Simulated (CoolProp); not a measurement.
The fluid at 293.15 K and 3.09 MPa flows at 0.44 m/s in a round tube of 50 mm bore and 45 µm roughness, fully developed (64/Re and Nu = 3.66 if laminar; Colebrook and Gnielinski if turbulent). The same conditions are run with several fluids, on thermodynamics alone (safety and materials aside).

Computed with CoolProp (reference Helmholtz-energy equation of state of each fluid (sulfur hexafluoride: Guder 2009; n-pentane: Thol 2019; R404A: Lemmon 2003; methanol: de Reuck 1993; toluene: Lemmon 2006)). Blends and air are pseudo-pure fits.

Task: Rank sulfur hexafluoride, n-pentane, R404A, methanol, toluene by Reynolds number, highest first.

Result: sulfur hexafluoride (228000), R404A (167000), n-pentane (70200), toluene (31800), methanol (29300)

```tsv
fluid	Darcy friction factor	pressure drop (Pa/m)	heat-transfer coefficient (W/(m² K))	mass flow (kg/h)
sulfur hexafluoride	0.0205	56.4	1130	4430
n-pentane	0.0227	27.7	886	1960
R404A	0.0209	43.9	1080	3380
methanol	0.0258	39.7	906	2470
toluene	0.0255	42.9	648	2700
```

Transport values come from each fluid's own correlations; those of n-pentane are estimates that may be off by 10 % or more.
